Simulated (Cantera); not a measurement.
A closed system holds: 1 mol borazine, 2.2 mol NH3, 0.52 mol N2, 0.48 mol O2, at 1473 K and 13.3 mbar.

Method: chemical equilibrium by Gibbs-energy minimisation in Cantera with the NASA 1993 tables (ideal gas, pure condensed phases). Candidate condensed phases: B, BN, B2O3, B3O3H3, H2O; 39 gas species. The feed counts by its element totals alone. Mutual solubility and eutectic melting of coexisting phases are not modelled. Rates play no part.

Task: What is the equilibrium state?

Result: 
```
Property                                  Value
------------------------------------  ---------
x(H2)                                     0.757
x(N2)                                     0.234
x(HBO2)                                 0.00486
x(HBO)                                  0.00194
x(B2O3)                                0.000927
x(H2O)                                 0.000872
x(H)                                    9.54e-5
x(B2O2)                                 4.00e-5
x(BO)                                   6.64e-6
n(BN(s))                               2.37 mol
n(B2O3(l))                            0.278 mol
gas amount                            8.270 mol
log10 activity of B(s) (absent)           -3.04
log10 activity of B3O3H3(s) (absent)     -12.15
```
